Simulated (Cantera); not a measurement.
Cantera with NASA thermochemical tables; ideal gases at 1 bar, condensed phases pure. Values are per mole of reaction as written; species without (g) are pure solids or liquids, kept so even where they would boil at 1 bar.

Ba(OH)2 = BaO + H2O(g)

```json
[
 {"T (K)": "673", "ΔH° (kJ)": "145.1", "ΔS° (J/K)": "129.9", "ΔG° (kJ)": "57.6", "log10 K": "-4.47", "condensed phases": "Ba(OH)2(s), BaO(s)"},
 {"T (K)": "823", "ΔH° (kJ)": "…", "ΔS° (J/K)": "…", "ΔG° (kJ)": "…", "log10 K": "…", "condensed phases": "Ba(OH)2(l), BaO(s)"},
 {"T (K)": "973", "ΔH° (kJ)": "114.5", "ΔS° (J/K)": "88.4", "ΔG° (kJ)": "28.6", "log10 K": "-1.53", "condensed phases": "Ba(OH)2(l), BaO(s)"},
 {"T (K)": "1123", "ΔH° (kJ)": "108.3", "ΔS° (J/K)": "82.4", "ΔG° (kJ)": "15.8", "log10 K": "-0.73", "condensed phases": "Ba(OH)2(l), BaO(s)"},
 {"T (K)": "1273", "ΔH° (kJ)": "…", "ΔS° (J/K)": "…", "ΔG° (kJ)": "…", "log10 K": "…", "condensed phases": "Ba(OH)2(l), BaO(s)"},
 {"T (K)": "1423", "ΔH° (kJ)": "…", "ΔS° (J/K)": "…", "ΔG° (kJ)": "…", "log10 K": "…", "condensed phases": "Ba(OH)2(l), BaO(s)"},
 {"T (K)": "1573", "ΔH° (kJ)": "…", "ΔS° (J/K)": "…", "ΔG° (kJ)": "…", "log10 K": "…", "condensed phases": "Ba(OH)2(l), BaO(s)"},
 {"T (K)": "1723", "ΔH° (kJ)": "87.7", "ΔS° (J/K)": "67.6", "ΔG° (kJ)": "-28.7", "log10 K": "0.87", "condensed phases": "Ba(OH)2(l), BaO(s)"},
 {"T (K)": "1873", "ΔH° (kJ)": "83.5", "ΔS° (J/K)": "65.2", "ΔG° (kJ)": "-38.6", "log10 K": "1.08", "condensed phases": "Ba(OH)2(l), BaO(s)"},
 {"T (K)": "2023", "ΔH° (kJ)": "79.7", "ΔS° (J/K)": "63.2", "ΔG° (kJ)": "-48.3", "log10 K": "1.25", "condensed phases": "Ba(OH)2(l), BaO(s)"},
 {"T (K)": "2173", "ΔH° (kJ)": "76.1", "ΔS° (J/K)": "61.5", "ΔG° (kJ)": "-57.6", "log10 K": "1.38", "condensed phases": "Ba(OH)2(l), BaO(s)"}
]
```

Q: Some entries are withheld; supply them.

A: 
- 823, ΔH° (kJ): 121.3
- 823, ΔS° (J/K): 95.9
- 823, ΔG° (kJ): 42.4
- 823, log10 K: -2.69
- 1273, ΔH° (kJ): 102.6
- 1273, ΔS° (J/K): 77.6
- 1273, ΔG° (kJ): 3.8
- 1273, log10 K: -0.16
- 1423, ΔH° (kJ): 97.2
- 1423, ΔS° (J/K): 73.6
- 1423, ΔG° (kJ): -7.5
- 1423, log10 K: 0.28
- 1573, ΔH° (kJ): 92.3
- 1573, ΔS° (J/K): 70.3
- 1573, ΔG° (kJ): -18.3
- 1573, log10 K: 0.61
